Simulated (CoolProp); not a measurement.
Oxygen along the isobar 7.34 MPa: fugacity coefficient from the reference equation and from simpler models built on Tc = -118.6 °C, pc = 5.046 MPa, ω = 0.022; each cubic takes its own stable root.

The numbers come from the reference Helmholtz-energy equation of state, Schmidt 1985 in CoolProp.

```tsv
T (°C)	phase	reference
-120.45	liquid	0.4778
-104.25	supercritical	0.6454
-88.05	supercritical	0.7391
-71.85	supercritical	0.8014
-55.55	supercritical	0.8470
-39.35	supercritical	0.8812
-23.15	supercritical	0.9075
-6.95	supercritical	0.9282
9.35	supercritical	0.9448
```

### Question
How far does each simpler model (Redlich-Kwong, Soave-Redlich-Kwong, Peng-Robinson) lie from the reference over these 9 states: mean and median of the absolute difference, and the worst?

### Answer
- Redlich-Kwong: mean 0.7 %, median 0.6 %, worst +1.2 % at -120.45 °C and 7.34 MPa
- Soave-Redlich-Kwong: mean 0.5 %, median 0.4 %, worst +1.2 % at -120.45 °C and 7.34 MPa
- Peng-Robinson: mean 3.1 %, median 3.2 %, worst -4.4 % at -104.25 °C and 7.34 MPa
